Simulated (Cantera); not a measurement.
Feed: 1 mol HF, 0.13 mol H2O, held at 1.33 mbar.

Equilibrium computed with Cantera from the NASA thermochemical tables; the gas is ideal and each condensed phase is pure. Candidate condensed phases: H2O; 22 gas species. Kinetics and transport are ignored.

### Question
At 2427 °C, list the 4 most abundant gas species with their mole fractions, and the condensed phases.

### Answer
HF 0.688, H 0.179, O 0.0721, F 0.0315. Condensed: gas only.
